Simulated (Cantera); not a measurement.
Feed: 1 mol CuO, 2800 mol H2, 2.3 mol H2O, equilibrated at 0.240 bar.

These are equilibrium values from Cantera (NASA tables, ideal gas, pure condensed phases), not measurements of a reactor. Candidate condensed phases: Cu, CuO, Cu(OH)2, Cu2O, H2O; 12 gas species. The numbers say what is thermodynamically allowed, not how fast it happens.

x: gas mole fraction; n: condensed amount in mol.

| T (K) | x H2 | x H | x H2O | x Cu | x OH | x Cu2 | x O | n Cu(s) | n Cu(l) |
|---|---|---|---|---|---|---|---|---|---|
| 623 | 0.999 | <1e-12 | 0.00118 | <1e-12 | <1e-12 | <1e-12 | <1e-12 | 1.00 | 0 |
| 823 | 0.999 | 1.50e-11 | 0.00118 | <1e-12 | <1e-12 | <1e-12 | <1e-12 | 1.00 | 0 |
| 1023 | 0.999 | 8.45e-9 | 0.00118 | 1.60e-10 | <1e-12 | <1e-12 | <1e-12 | 1.00 | 0 |
| 1223 | 0.999 | 6.13e-7 | 0.00118 | 9.56e-8 | 6.51e-12 | ? | <1e-12 | 1.000 | 0 |
| 1423 | 0.999 | 1.36e-5 | 0.00118 | 8.72e-6 | 3.47e-10 | ? | <1e-12 | 0 | 0.976 |
| 1623 | 0.998 | 0.000141 | 0.00118 | 0.000231 | 6.96e-9 | ? | <1e-12 | 0 | 0.350 |
| 1823 | 0.998 | 0.000883 | 0.00118 | 0.000356 | 7.25e-8 | ? | 4.93e-11 | 0 | 0 |
| 2023 | 0.995 | 0.00387 | 0.00117 | 0.000356 | 4.75e-7 | ? | 1.34e-9 | 0 | 0 |
| 2223 | 0.985 | 0.0130 | 0.00117 | 0.000354 | 2.22e-6 | ? | 2.03e-8 | 0 | 0 |

Q: Fill in the missing entries.

A: 
- 1223, x Cu2: 3.52e-12
- 1423, x Cu2: 2.02e-9
- 1623, x Cu2: 1.88e-7
- 1823, x Cu2: 9.16e-8
- 2023, x Cu2: 2.55e-8
- 2223, x Cu2: 8.85e-9
